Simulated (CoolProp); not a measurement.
Vapour pressure (kPa) of n-perfluorobutane: the reference equation beside estimates from Tc = 113.2 °C, pc = 2322 kPa, ω = 0.372. Clausius-Clapeyron is anchored at 41.55 °C with a constant enthalpy of vaporisation of 19.39 kJ/mol.

Computed with CoolProp (reference Helmholtz-energy equation of state, Gao 2022).

```tsv
T (°C)	reference	Clausius-Clapeyron	van der Waals	Redlich-Kwong	Soave-Redlich-Kwong
14.05	185.2	216.4	628.5	330.8	185.8
18.65	216.9	246.0	678.8	374.0	217.9
23.25	252.6	278.5	731.6	420.9	254.0
27.85	292.5	314.1	787.0	471.8	294.6
32.35	336.1	352.1	843.7	525.7	339.0
36.95	385.5	394.3	904.2	584.9	389.4
41.55	440.1	440.1	967.5	648.6	445.2
46.05	499.0	488.6	1032	715.4	505.5
50.65	565.2	542.1	1101	788.3	573.3
55.25	637.7	599.6	1172	866.2	647.7
59.75	715.1	660.0	1245	947.2	727.2
64.35	801.4	726.2	1322	1035	815.8
68.95	895.3	796.9	1401	1128	912.2
73.45	995.0	870.7	1482	1225	1014
```

Absolute difference from the reference over all 14 rows, mean and median: Clausius-Clapeyron 7.7 and 7.5 %, van der Waals 124.7 and 113.3 %, Redlich-Kwong 47.4 and 45.4 %, Soave-Redlich-Kwong 1.2 and 1.2 %.
